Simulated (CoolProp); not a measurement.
Vapour pressure (bar) of tetrahydrofuran: the reference equation beside estimates from Tc = 540.2 K, pc = 53.04 bar, ω = 0.234.

The numbers come from the reference Helmholtz-energy equation of state, Fiedler 2023 in CoolProp.

| T (K) | reference | Lee-Kesler | Redlich-Kwong | Peng-Robinson |
|---|---|---|---|---|
| 386.5 | 3.802 | 3.815 | 5.563 | 3.792 |
| 389 | 4.036 | 4.053 | 5.864 | 4.026 |
| 391.6 | 4.290 | 4.312 | 6.189 | 4.282 |
| 394.1 | 4.546 | 4.573 | 6.513 | 4.539 |
| 396.7 | 4.824 | 4.857 | 6.862 | 4.819 |
| 399.2 | 5.103 | 5.142 | 7.211 | 5.100 |
| 401.8 | 5.406 | 5.452 | 7.587 | 5.406 |
| 404.3 | 5.710 | 5.762 | 7.961 | 5.713 |
| 406.8 | 6.026 | 6.086 | 8.347 | 6.033 |
| 409.4 | 6.369 | 6.436 | 8.763 | 6.380 |
| 411.9 | 6.713 | 6.787 | 9.177 | 6.727 |
| 414.5 | 7.084 | 7.167 | 9.622 | 7.104 |
| 417 | 7.456 | 7.547 | 10.06 | 7.481 |
| 419.6 | 7.858 | 7.957 | 10.54 | 7.889 |

Absolute difference from the reference over all 14 rows, mean and median: Lee-Kesler 0.8 and 0.9 %, Redlich-Kwong 40.0 and 39.9 %, Peng-Robinson 0.2 and 0.2 %.
